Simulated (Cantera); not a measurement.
**Adiabatic ignition**

An adiabatic, constant-pressure homogeneous reactor starts with H2 : O2 : N2 = 1 : 0.25 : 0.94 (molar parts), equivalence ratio 2.0, at 1148 K and 0.220 bar.

Detailed kinetics in Cantera: GRI-Mech 3.0 (53 species, 325 reactions).

| t (s) | T (K) | x H2 | x O2 | x OH | x O | x NO |
|---|---|---|---|---|---|---|
| 2.00e-6 | 1148 | 0.457 | 0.114 | 9.41e-12 | 1.47e-11 | <1e-12 |
| 5.02e-6 | 1148 | 0.457 | 0.114 | 3.55e-11 | 6.70e-11 | <1e-12 |
| 1.26e-5 | 1148 | 0.457 | 0.114 | 1.32e-10 | 2.72e-10 | <1e-12 |
| 3.17e-5 | 1148 | 0.457 | 0.114 | 6.85e-10 | 1.45e-9 | <1e-12 |
| 7.96e-5 | 1148 | 0.457 | 0.114 | 1.32e-8 | 2.81e-8 | <1e-12 |
| 0.000200 | 1149 | 0.456 | 0.114 | 1.53e-5 | 3.10e-5 | 1.87e-12 |
| 0.000502 | 1835 | 0.190 | 0.00263 | 0.0103 | 0.00524 | 7.13e-6 |
| 0.00126 | 2218 | 0.219 | 0.00118 | 0.0112 | 0.00266 | 2.43e-5 |
| 0.00317 | 2449 | 0.235 | 0.000468 | 0.00883 | 0.00111 | 7.40e-5 |
| 0.00796 | 2537 | 0.241 | 0.000263 | 0.00715 | 0.000635 | 0.000199 |
| 0.0200 | 2542 | 0.242 | 0.000248 | 0.00698 | 0.000601 | 0.000429 |
| 0.0502 | 2541 | 0.242 | 0.000246 | 0.00694 | 0.000595 | 0.000629 |
| 0.126 | 2541 | 0.242 | 0.000245 | 0.00694 | 0.000595 | 0.000657 |
| 0.317 | 2541 | 0.242 | 0.000245 | 0.00694 | 0.000595 | 0.000657 |
| 0.796 | 2541 | 0.242 | 0.000245 | 0.00694 | 0.000595 | 0.000657 |
| 2.00 | 2541 | 0.242 | 0.000245 | 0.00694 | 0.000595 | 0.000657 |
x: mole fraction; the columns are a selection and need not sum to one.

```json
{
 "time_of_steepest_temperature_rise": "0.297 ms",
 "temperature at 2.00 s": "2541 K",
 "equilibrium_temperature": "2541 K",
 "x(H2) at 2.00 s": "0.242 (gas-phase equilibrium 0.242)",
 "x(O2) at 2.00 s": "0.000245 (gas-phase equilibrium 0.000245)",
 "x(OH) at 2.00 s": "0.00694 (gas-phase equilibrium 0.00694)"
}
```
